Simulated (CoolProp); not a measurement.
Saturated liquid density (kg/m³) of toluene: the reference equation beside estimates from Tc = 318.6 °C, pc = 4.126 MPa, ω = 0.266.

The numbers come from the reference Helmholtz-energy equation of state, Lemmon 2006 in CoolProp. It is a short technical equation, of lower accuracy than the large ones.

```tsv
T (°C)	reference	van der Waals	Soave-Redlich-Kwong	Peng-Robinson
14.75	871.7	510.4	774.2	870.5
33.35	854.4	501.5	761.4	857.0
51.95	836.8	492.2	[?]	842.5
70.55	819.0	482.5	733.2	[?]
89.15	[?]	472.3	717.5	810.0
107.75	782.1	461.7	[?]	791.7
126.35	762.7	450.4	[?]	771.8
144.95	742.6	438.5	662.4	750.1
```

Q: Some entries are withheld; supply them.

A: 
- 51.95, Soave-Redlich-Kwong: 747.8
- 70.55, Peng-Robinson: 826.9
- 89.15, reference: 800.8
- 107.75, Soave-Redlich-Kwong: 700.5
- 126.35, Soave-Redlich-Kwong: 682.2

Absolute difference from the reference over all 8 rows, mean and median: van der Waals 41.1 and 41.1 %, Soave-Redlich-Kwong 10.7 and 10.6 %, Peng-Robinson 0.8 and 1.0 %.
